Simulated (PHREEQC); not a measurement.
## Hard or scaling water: an equilibrium model

Make-up at 25 °C: 25.5 mmol/kgw MgCl2, 1.6 mmol/kgw Na2SO4 and 0.44 mmol/kgw H4SiO4. Closed to the air; pH follows from the charge balance.

The numbers come from PHREEQC with the ion-association model, wateq4f.dat.

Precipitation was switched off in this run.

### Question
Estimate the pH.

### Answer
pH 6.47.

### Question
In which forms is S present?

### Answer
SO4-2 50 %, MgSO4 50 % of the S.

Saturation is exceeded, for instance for Quartz (slow to form), Chalcedony (slow to form); the values hold only as long as no solid forms.
